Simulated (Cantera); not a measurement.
Feed: 1 mol CH3SiH3, 0.06 mol CH4, 200 mol H2, at 1.33 mbar.

These are equilibrium values from Cantera (NASA tables, ideal gas, pure condensed phases), not measurements of a reactor. Candidate condensed phases: C, C6H6, C7H8, C8H18, Si, SiC; 87 gas species. The feed counts by its element totals alone. Equilibrium is a limit: real reactors are often held back by kinetics, nucleation or transport.

x: gas mole fraction; n: condensed amount in mol.

```csv
T (°C),x H2,x H,x Si,x C2H2 (acetylene),x SiC2,x Si2C,x SiH,n C(graphite),n SiC(s)
1075,1.000,6.34e-5,5.31e-10,1.20e-6,<1e-12,<1e-12,1.25e-10,0.0579,1.00
1125,1.000,0.000130,2.78e-9,2.45e-6,1.90e-12,1.78e-12,5.11e-10,0.0578,1.000
1175,1.000,0.000252,1.30e-8,4.75e-6,1.43e-11,1.29e-11,1.89e-9,0.0572,1.000
1225,1.000,0.000471,5.44e-8,8.81e-6,9.35e-11,8.16e-11,6.43e-9,0.0557,1.000
1275,0.999,0.000843,2.08e-7,1.57e-5,5.42e-10,4.57e-10,2.01e-8,0.0531,1.000
1325,0.999,0.00146,7.32e-7,2.69e-5,2.81e-9,2.29e-9,5.86e-8,0.0488,1.000
1375,0.998,0.00244,2.38e-6,4.46e-5,1.31e-8,1.04e-8,1.60e-7,0.0420,0.999
1425,0.996,0.00395,7.23e-6,7.18e-5,5.60e-8,4.31e-8,4.10e-7,0.0321,0.998
1475,0.994,?,?,?,?,?,?,?,0.995
1525,0.990,?,?,?,?,?,?,?,0.988
1575,0.985,0.0144,0.000149,0.000224,2.52e-6,2.03e-6,5.40e-6,0,0.967
1625,0.978,0.0212,0.000358,0.000330,8.05e-6,6.22e-6,1.13e-5,0,0.919
1675,0.968,0.0305,0.000784,0.000522,2.53e-5,1.71e-5,2.17e-5,0.00964,0.821
1725,0.954,0.0429,0.00174,0.000724,7.12e-5,4.72e-5,4.22e-5,0.125,0.594
```

Q: Some entries are withheld; supply them.

A: 
- 1525, x H: 0.00960
- 1525, x Si: 5.52e-5
- 1525, x C2H2 (acetylene): 0.000171
- 1525, x SiC2: 7.96e-7
- 1525, x Si2C: 5.80e-7
- 1525, x SiH: 2.30e-6
- 1525, n C(graphite): 0.00184
- 1475, x H: 0.00624
- 1475, x Si: 2.06e-5
- 1475, x C2H2 (acetylene): 0.000112
- 1475, x SiC2: 2.19e-7
- 1475, x Si2C: 1.64e-7
- 1475, x SiH: 9.97e-7
- 1475, n C(graphite): 0.0185
